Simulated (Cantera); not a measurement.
Charge: 1 mol SiH₄, 0.17 mol N₂O, 1.2 mol N₂, equilibrated at 0.00100 bar.

Method: chemical equilibrium by Gibbs-energy minimisation in Cantera with the NASA 1993 tables (ideal gas, pure condensed phases). Candidate condensed phases: H₂O, Si, SiO₂, Si₂N₂O, Si₃N₄; 35 gas species. Mutual solubility and eutectic melting of coexisting phases are not modelled. Gases not in the tables: Si₂H₆ and higher silanes. Rates play no part.

Question: Which condensed phases are stable at each of these points (T (K)): 700, 850, 1000, 1150, 1300, 1450, 1600, 1750, 1900, 2050?

Answer: 
```json
[
 {"T (K)": "700", "condensed phases": "Si₂N₂O(s) + Si₃N₄(s)", "Si condensed (%)": "100.0"},
 {"T (K)": "850", "condensed phases": "Si₂N₂O(s) + Si₃N₄(s)", "Si condensed (%)": "100.0"},
 {"T (K)": "1000", "condensed phases": "Si₂N₂O(s) + Si₃N₄(s)", "Si condensed (%)": "100.0"},
 {"T (K)": "1150", "condensed phases": "Si₂N₂O(s) + Si₃N₄(s)", "Si condensed (%)": "100.0"},
 {"T (K)": "1300", "condensed phases": "Si₂N₂O(s) + Si₃N₄(s)", "Si condensed (%)": "100.0"},
 {"T (K)": "1450", "condensed phases": "Si₂N₂O(s) + Si₃N₄(s)", "Si condensed (%)": "100.0"},
 {"T (K)": "1600", "condensed phases": "Si(s) + Si₂N₂O(s) + Si₃N₄(s)", "Si condensed (%)": "97.5"},
 {"T (K)": "1750", "condensed phases": "Si(l)", "Si condensed (%)": "82.4"},
 {"T (K)": "1900", "condensed phases": "Si(l)", "Si condensed (%)": "78.1"},
 {"T (K)": "2050", "condensed phases": "Si(l)", "Si condensed (%)": "50.6"}
]
```

From 700 K to 1450 K the condensed part is Si₂N₂O(s) + Si₃N₄(s). At 1600 K the condensed part is Si(s) + Si₂N₂O(s) + Si₃N₄(s). From 1750 K to 2050 K the condensed part is Si(l).
